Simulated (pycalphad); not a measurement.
Phase fractions of Ti-0.5472Si-0.7137Fe (wt.%)

Source of the numbers: pycalphad with the COST 507 light-alloy database (1999); pressure 1 atm. The data set is of 1999 and partly superseded. The system is extrapolated from its subsystems; higher-order compounds may be missing. Phase fractions are per mole of atoms. Kinetics are ignored, which matters at the lower temperatures.

```
T (K)  liquid    bcc    hcp  SITI3   FETI
-----  ------  -----  -----  -----  -----
1930    1.000      -      -      -      -
1850      ___    ___      -      -      -
1770        -  1.000      -      -      -
1090        -  0.277  0.710  0.012      -
1010        -  0.100  0.882  0.018      -
930         -  0.061  0.919  0.020      -
850         -  0.045  0.933  0.022      -
770         -      -  0.965  0.023  0.012
690         -      -    ___    ___  0.012
610         -      -  0.962  0.026  0.012
530         -      -  0.960  0.028  0.012
```

Q: Some entries are withheld; supply them.

A: 
- 1850, liquid: 0.143
- 1850, bcc: 0.857
- 690, hcp: 0.964
- 690, SITI3: 0.024

Database names, with the compositions (at.%) that they take in these runs: SITI3: Ti 75 Si 25; FETI: Ti 50 Fe 50.
